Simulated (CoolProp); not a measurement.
Vapour-liquid equilibrium of CH2F2 (R32) (1) + R125 (2) at 307.4 K; x and y are mole fractions of (1).

Model: multi-fluid Helmholtz-energy mixture model, Tillner-Roth 1997 and Lemmon 2005; pair parameters Lemmon 2004, in CoolProp.

```json
[
 {"x": "0.05", "bubble pressure, mixture model (bar)": "17.79", "bubble pressure, Raoult's law (bar)": "17.66", "y, mixture model": "0.061", "y, Raoult's law": "0.061"},
 {"x": "0.15", "bubble pressure, mixture model (bar)": "18.43", "bubble pressure, Raoult's law (bar)": "18.06", "y, mixture model": "0.177", "y, Raoult's law": "0.178"},
 {"x": "0.25", "bubble pressure, mixture model (bar)": "19.04", "bubble pressure, Raoult's law (bar)": "18.46", "y, mixture model": "0.287", "y, Raoult's law": "0.291"},
 {"x": "0.35", "bubble pressure, mixture model (bar)": "19.60", "bubble pressure, Raoult's law (bar)": "18.87", "y, mixture model": "0.390", "y, Raoult's law": "0.399"},
 {"x": "0.45", "bubble pressure, mixture model (bar)": "20.10", "bubble pressure, Raoult's law (bar)": "19.27", "y, mixture model": "0.488", "y, Raoult's law": "0.502"},
 {"x": "0.55", "bubble pressure, mixture model (bar)": "20.54", "bubble pressure, Raoult's law (bar)": "19.67", "y, mixture model": "0.582", "y, Raoult's law": "0.601"},
 {"x": "0.65", "bubble pressure, mixture model (bar)": "20.90", "bubble pressure, Raoult's law (bar)": "20.08", "y, mixture model": "0.674", "y, Raoult's law": "0.696"},
 {"x": "0.75", "bubble pressure, mixture model (bar)": "21.19", "bubble pressure, Raoult's law (bar)": "20.48", "y, mixture model": "0.764", "y, Raoult's law": "0.787"},
 {"x": "0.85", "bubble pressure, mixture model (bar)": "21.39", "bubble pressure, Raoult's law (bar)": "20.88", "y, mixture model": "0.856", "y, Raoult's law": "0.875"},
 {"x": "0.95", "bubble pressure, mixture model (bar)": "21.48", "bubble pressure, Raoult's law (bar)": "21.29", "y, mixture model": "0.951", "y, Raoult's law": "0.959"}
]
```

The largest gap from Raoult's law is +4.4 % in bubble pressure, at x = 0.55. No azeotrope shows between x = 0.05 and 0.95.

Pair parameters are fitted to limited data, so mixtures are less certain than the pure fluids.
